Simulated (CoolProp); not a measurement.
Computed with CoolProp (reference Helmholtz-energy equation of state, Wu 2011).

**Question.** For dimethyl ether, give the phase and the cv (kJ/(kg K)), isothermal compressibility (1/MPa), fugacity coefficient at -107.35 °C and 0.101 MPa.

**Answer.** 
- -107.35 °C and 0.101 MPa: liquid; cv 1.49, isothermal compressibility 0.000648, fugacity coefficient 0.00312
